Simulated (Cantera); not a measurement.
## Low-pressure radical oxidation in H2/O2

An isothermal, constant-pressure homogeneous reactor starts with 0.537 % H2, 99.5 % O2, at 975 K and 0.0132 atm.

Cantera simulation using the H2/O2 subset of GRI-Mech 3.0, which has no nitrogen chemistry; the numbers are that mechanism's predictions, not measurements. Radical loss at walls, strong at low pressure, is not modelled.

| t (s) | x H2 | x O2 | x HO2 | x H2O2 | x H2O | x O | x OH |
|---|---|---|---|---|---|---|---|
| 5.00e-5 | 0.00537 | 0.995 | 1.29e-12 | <1e-12 | <1e-12 | <1e-12 | <1e-12 |
| 0.000141 | 0.00537 | 0.995 | 3.64e-12 | <1e-12 | <1e-12 | 1.25e-12 | 1.20e-12 |
| 0.000397 | 0.00537 | 0.995 | 1.03e-11 | <1e-12 | 1.02e-12 | 6.85e-12 | 6.16e-12 |
| 0.00112 | 0.00537 | 0.995 | 2.94e-11 | <1e-12 | 1.26e-11 | 3.29e-11 | 2.50e-11 |
| 0.00316 | 0.00537 | 0.995 | 8.52e-11 | <1e-12 | 1.56e-10 | 2.07e-10 | 1.23e-10 |
| 0.00890 | 0.00537 | 0.995 | 3.33e-10 | <1e-12 | 5.10e-9 | 4.74e-9 | 2.49e-9 |
| 0.0251 | 0.00535 | 0.995 | 2.89e-7 | 5.57e-11 | 1.56e-5 | 1.38e-5 | 7.21e-6 |
| 0.0707 | 5.29e-5 | 0.992 | 1.62e-6 | 1.95e-8 | 0.00515 | 0.00246 | 0.000197 |
| 0.199 | 5.53e-6 | 0.994 | 7.96e-7 | 9.57e-9 | 0.00532 | 0.000966 | 8.69e-5 |
| 0.562 | 1.23e-6 | 0.994 | 3.75e-7 | 8.29e-9 | 0.00536 | 0.000230 | 4.18e-5 |
| 1.58 | 1.93e-7 | 0.995 | 1.33e-7 | 5.93e-9 | 0.00538 | 3.95e-5 | 1.74e-5 |
| 4.46 | 2.72e-8 | 0.995 | 3.70e-8 | 3.01e-9 | 0.00538 | 6.19e-6 | 6.95e-6 |
| 12.6 | 4.22e-9 | 0.995 | 9.00e-9 | 1.07e-9 | 0.00538 | 1.07e-6 | 2.92e-6 |
| 35.5 | 8.07e-10 | 0.995 | 2.24e-9 | 3.18e-10 | 0.00538 | 2.26e-7 | 1.34e-6 |
| 100 | 1.90e-10 | 0.995 | 6.24e-10 | 9.51e-11 | 0.00539 | 5.73e-8 | 6.75e-7 |
x: mole fraction; the columns are a selection and need not sum to one.

Equilibrium at this temperature and pressure: H2 1.92e-12, O2 0.995, HO2 1.56e-10, H2O2 1.26e-12, H2O 0.00539, O 6.27e-10, OH 7.04e-8 (gas phase only).
